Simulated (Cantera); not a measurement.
Input (Python, Cantera):

```python
import numpy as np
import cantera as ct

gas = ct.Solution("gri30.yaml")
gas.TPX = 1000, 13332, {'CO': 0.027, 'O2': 0.057, 'H2O': 0.0053, 'N2': 1}
reactor = ct.IdealGasConstPressureReactor(gas, energy="off", clone=False)
net = ct.ReactorNet([reactor])
net.rtol, net.atol = 1e-08, 1e-18
show = ['CO', 'O2', 'H2O', 'H2', 'NO', 'CO2']
times = np.geomspace(0.0001, 100, 13)

steps = ct.SolutionArray(gas, extra=["t"])
rows = []
print(f"{'t/s':>10s}{'T/K':>9s}{'P/Pa':>11s}" + "".join(f"{s:>11s}" for s in show))
for t in times:
    while net.time < t:
        t_next = net.step()
        steps.append(gas.state, t=t_next)
    rows.append([np.interp(t, steps.t, y) for y in (steps.T, steps.P, *steps(*show).X.T)])
    print(f"{t:10.3e}{rows[-1][0]:9.1f}{rows[-1][1]:11.4g}" + "".join(f"{x:11.3e}" for x in rows[-1][2:]))
rate = np.gradient(steps.T, steps.t)
print("integrator steps:", len(steps.t))
if steps.T.max() > steps.T[0] + 200:
    print(f"time of steepest temperature rise: {steps.t[rate.argmax()]:.4e} s")
gas.TPX = 1000, 13332, {'CO': 0.027, 'O2': 0.057, 'H2O': 0.0053, 'N2': 1}
gas.equilibrate("TP")
print(f"equilibrium (TP): T = {gas.T:.1f} K  " + "  ".join(f"{s} {gas[s].X[0]:.3e}" for s in show))
```

Result:

```
       t/s      T/K       P/Pa         CO         O2        H2O         H2         NO        CO2
 1.000e-04   1000.0  1.333e+04  2.479e-02  5.233e-02  4.866e-03  6.626e-18  6.926e-24  1.862e-11
 3.162e-04   1000.0  1.333e+04  2.479e-02  5.233e-02  4.866e-03  3.859e-16  8.160e-23  5.918e-11
 1.000e-03   1000.0  1.333e+04  2.479e-02  5.233e-02  4.866e-03  1.601e-14  8.727e-22  1.926e-10
 3.162e-03   1000.0  1.333e+04  2.479e-02  5.233e-02  4.866e-03  4.816e-13  9.452e-21  7.209e-10
 1.000e-02   1000.0  1.333e+04  2.479e-02  5.233e-02  4.866e-03  1.319e-11  1.558e-19  5.045e-09
 3.162e-02   1000.0  1.333e+04  2.479e-02  5.233e-02  4.865e-03  1.570e-09  1.354e-16  3.641e-07
 1.000e-01   1000.0  1.333e+04  1.539e-02  4.751e-02  4.660e-03  8.999e-05  7.175e-08  9.500e-03
 3.162e-01   1000.0  1.333e+04  1.562e-03  4.115e-02  4.894e-03  1.363e-05  1.557e-07  2.351e-02
 1.000e+00   1000.0  1.333e+04  1.472e-04  4.050e-02  4.922e-03  9.730e-07  1.561e-07  2.495e-02
 3.162e+00   1000.0  1.333e+04  1.232e-05  4.044e-02  4.925e-03  6.038e-08  1.534e-07  2.509e-02
 1.000e+01   1000.0  1.333e+04  9.284e-07  4.044e-02  4.926e-03  4.598e-09  1.540e-07  2.510e-02
 3.162e+01   1000.0  1.333e+04  6.394e-08  4.043e-02  4.926e-03  4.350e-10  1.566e-07  2.510e-02
 1.000e+02   1000.0  1.333e+04  3.077e-09  4.043e-02  4.927e-03  5.753e-11  1.580e-07  2.510e-02
integrator steps: 1923
equilibrium (TP): T = 1000.0 K  CO 2.095e-11  O2 4.043e-02  H2O 4.927e-03  H2 5.903e-12  NO 1.499e-05  CO2 2.510e-02
```

Detailed kinetics in Cantera: GRI-Mech 3.0 (53 species, 325 reactions).
